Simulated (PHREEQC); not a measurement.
Consider water at 25 °C with 0.24 mol NaBr, 3.4e-06 mol Ca(HCO3)2, 0.051 mol NH4HS and 0.0013 mol NH4HSO4 per kg of water. Closed to the air; pH follows from the charge balance.

Model: ion-association model, phreeqc.dat, run in PHREEQC.

Precipitation was switched off in this run.

Task: Order these S species by the share of S that they hold, largest first: NH4SO4-, HS-, H2S, SO4-2, NaSO4-.

Result: HS- (92 %), H2S (5.5 %), SO4-2 (1.7 %), NaSO4- (0.53 %), NH4SO4- (0.25 %)

The pH is 7.96 and the ionic strength 0.291 mol/kgw.
